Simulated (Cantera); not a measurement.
An isothermal, constant-pressure homogeneous reactor starts with NO : N2 = 1 : 1.5 (molar parts), at 1925 K and 0.148 atm.

Cantera simulation using GRI-Mech 3.0 (53 species, 325 reactions); the numbers are that mechanism's predictions, not measurements.

Q: Predict: x(NO) at 6.00 s; x(NO2) at 6.00 s; x(O2) at 6.00 s; x(O) at 6.00 s; x(N2) at 6.00 s.

A: 
```
Property                                              Value
----------------  -----------------------------------------
x(NO) at 6.00 s       0.191 (gas-phase equilibrium 0.00604)
x(NO2) at 6.00 s   0.000102 (gas-phase equilibrium 4.44e-6)
x(O2) at 6.00 s         0.104 (gas-phase equilibrium 0.197)
x(O) at 6.00 s    0.000316 (gas-phase equilibrium 0.000424)
x(N2) at 6.00 s         0.705 (gas-phase equilibrium 0.797)
```
